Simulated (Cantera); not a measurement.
**Hydrocarbon pyrolysis for carbon deposition**

A perfectly stirred reactor is fed with 30.3 % CH4, 69.7 % N2, at 45.8 Torr; it is held at 1800 K, and followed from long to short residence time.

Detailed kinetics in Cantera: GRI-Mech 3.0 (53 species, 325 reactions). GRI-Mech 3.0 stops at C3 and has no aromatics, soot or wall deposition, so with more carbon than oxygen in the feed, carbon stays in small species such as C2H2 where larger ones or solid carbon would form.

```json
[
 {"τ (s)": "0.60", "x CH4": "0.0219", "x C2H": "1.72e-6", "x HCN": "1.85e-5", "x H": "0.000591", "x C2H4": "0.000208"},
 {"τ (s)": "0.24", "x CH4": "0.0372", "x C2H": "1.47e-6", "x HCN": "8.35e-6", "x H": "0.000507", "x C2H4": "0.000458"},
 {"τ (s)": "0.094", "x CH4": "0.0623", "x C2H": "1.21e-6", "x HCN": "3.60e-6", "x H": "0.000419", "x C2H4": "0.00110"},
 {"τ (s)": "0.037", "x CH4": "0.0995", "x C2H": "9.24e-7", "x HCN": "1.45e-6", "x H": "0.000326", "x C2H4": "0.00259"},
 {"τ (s)": "0.015", "x CH4": "0.148", "x C2H": "6.22e-7", "x HCN": "5.17e-7", "x H": "0.000230", "x C2H4": "0.00536"},
 {"τ (s)": "0.0058", "x CH4": "0.212", "x C2H": "2.83e-7", "x HCN": "1.16e-7", "x H": "0.000123", "x C2H4": "0.00880"},
 {"τ (s)": "0.0023", "x CH4": "0.272", "x C2H": "4.96e-8", "x HCN": "9.24e-9", "x H": "3.60e-5", "x C2H4": "0.00631"},
 {"τ (s)": "0.00092", "x CH4": "0.298", "x C2H": "2.87e-9", "x HCN": "2.58e-10", "x H": "6.65e-6", "x C2H4": "0.00104"},
 {"τ (s)": "0.00036", "x CH4": "0.302", "x C2H": "1.07e-10", "x HCN": "1.40e-11", "x H": "2.35e-6", "x C2H4": "7.59e-5"}
]
```
x: mole fraction; the columns are a selection and need not sum to one.
